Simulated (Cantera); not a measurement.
A perfectly stirred reactor is fed with H₂ : O₂ = 0.11 : 1 (molar parts), at 0.0133 bar; it is held at 1250 K, and followed from long to short residence time.

Model: GRI-Mech 3.0 (53 species, 325 reactions), integrated in Cantera. Radical loss at walls, strong at low pressure, is not modelled. The temperature is held fixed by assumption; the heat of reaction is taken as removed at once.

Question: What does this change do: temperature 1250 to 923 K?

Answer: 
| quantity | before | after |
|---|---|---|
| x(H₂) at τ = 7.00 s | 9.51e-5 | 0.000470 |
| x(O₂) at τ = 7.00 s | 0.894 | 0.895 |
| x(HO₂) at τ = 7.00 s | 1.11e-6 | 3.92e-6 |
| x(H) at τ = 7.00 s | 6.17e-5 | 2.61e-5 |
| x(H₂O) at τ = 7.00 s | 0.104 | 0.104 |
| x(H₂) at τ = 0.230 s | 0.000793 | 0.00318 |
| x(O₂) at τ = 0.230 s | 0.885 | 0.893 |
| x(HO₂) at τ = 0.230 s | 3.50e-6 | 1.02e-5 |
| x(H) at τ = 0.230 s | 0.00168 | 0.000763 |
| x(H₂O) at τ = 0.230 s | 0.100 | 0.100 |
Below about 950 K walls govern HO2 and H2O2 in real vessels.

Question: What does this change do: pressure from 0.0133 bar to 0.0170 bar?

Answer: 
| quantity | before | after |
|---|---|---|
| x(H₂) at τ = 7.00 s | 9.51e-5 | 7.65e-5 |
| x(O₂) at τ = 7.00 s | 0.894 | 0.895 |
| x(HO₂) at τ = 7.00 s | 1.11e-6 | 1.14e-6 |
| x(H) at τ = 7.00 s | 6.17e-5 | 3.79e-5 |
| x(H₂O) at τ = 7.00 s | 0.104 | 0.104 |
| x(H₂) at τ = 0.230 s | 0.000793 | 0.000644 |
| x(O₂) at τ = 0.230 s | 0.885 | 0.887 |
| x(HO₂) at τ = 0.230 s | 3.50e-6 | 3.98e-6 |
| x(H) at τ = 0.230 s | 0.00168 | 0.00107 |
| x(H₂O) at τ = 0.230 s | 0.100 | 0.101 |
